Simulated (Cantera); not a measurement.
Input (Python, Cantera) and output of one run.

```python
import numpy as np
import cantera as ct

gas_names = """
    H HO2 H2 H2O H2O2 O OH O2 O3 Si SiH SiH2 SiH3 SiH4 SiO SiO2 Si2 Si3
""".split()
cond_names = """
    H2O(s) H2O(L) Si(cr) Si(L) SiO2(Lqz) SiO2(hqz) SiO2(L)
""".split()


def load(file, names, dense=False):
    # The tables refer to 1 bar. Condensed volumes are neglected.
    table = {s.name: s for s in ct.Species.list_from_file(file)}
    out = []
    for n in names:
        d = dict(table[n].input_data)
        d["thermo"] = dict(d["thermo"], **{"reference-pressure": 1e5})
        if dense:
            d["equation-of-state"] = {"model": "constant-volume", "density": "1e6 g/cm^3"}
        out.append(ct.Species.from_dict(d))
    return out


gas = ct.Solution(thermo="ideal-gas", species=load("nasa_gas.yaml", gas_names))
cond = {s.name: ct.Solution(thermo="fixed-stoichiometry", species=[s], name=s.name)
        for s in load("nasa_condensed.yaml", cond_names, dense=True)}
atoms = {
    'Si2H6': {'Si': 2, 'H': 6},
    'O2': {'O': 2},
}
top_T = {}  # K; cautious upper limits of use, not melting points


def equilibrate(T, P, feed):
    n = {}
    for name, mol in feed.items():
        for a, k in atoms[name].items():
            n[a] = n.get(a, 0.0) + k * mol
    gas.TPX = T, P, n
    mass = sum(n.values()) * gas.mean_molecular_weight
    gas.equilibrate("TP")
    valid = [c for c in cond.values() if c.min_temp <= T <= top_T.get(c.name, c.max_temp)]
    mix = ct.Mixture([(gas, mass / gas.mean_molecular_weight)] + [(c, 0.0) for c in valid])
    mix.T, mix.P = T, P
    mix.equilibrate("TP", solver="vcs", rtol=1e-11, max_steps=5000)
    return mix


results = []
feed = {'Si2H6': 1, 'O2': 23}  # mol
T = 1925  # K
P = 6900  # Pa
mix = equilibrate(T, P, feed)
results.append((T, P, feed, dict(zip(mix.species_names, mix.species_moles))))
print(gas.report(threshold=0.0001))
for i in range(1, mix.n_phases):
    print(f"{mix.phase(i).name:16s} {mix.phase_moles(i):12.5e} mol")
```

Output:

```
       temperature   1925 K
          pressure   6900 Pa
           density   0.012967 kg/m^3
  mean mol. weight   30.079 kg/kmol
   phase of matter   gas

                          1 kg             1 kmol
                     ---------------   ---------------
          enthalpy        8.9264e+05        2.6849e+07  J
   internal energy        3.6052e+05        1.0844e+07  J
           entropy            9717.7         2.923e+05  J/K
    Gibbs function       -1.7814e+07       -5.3582e+08  J
 heat capacity c_p            1309.6             39390  J/K
 heat capacity c_v            1033.1             31075  J/K

                      mass frac. Y      mole frac. X     chem. pot. / RT
                     ---------------   ---------------   ---------------
               H2O          0.078319           0.13076           -47.121
                 O         0.0006923         0.0013015           -15.725
                OH          0.002511         0.0044409           -31.423
                O2           0.91846           0.86337           -31.449
     [  +14 minor]        1.3026e-05        0.00012424

Si(L)             0.00000e+00 mol
SiO2(L)           1.99997e+00 mol
```

Method: chemical equilibrium by Gibbs-energy minimisation in Cantera with the NASA 1993 tables (ideal gas, pure condensed phases). The feed counts by its element totals alone. The tables hold silica as quartz up to 1696 K and as liquid above; real silica turns to tridymite and cristobalite and melts near 1996 K.
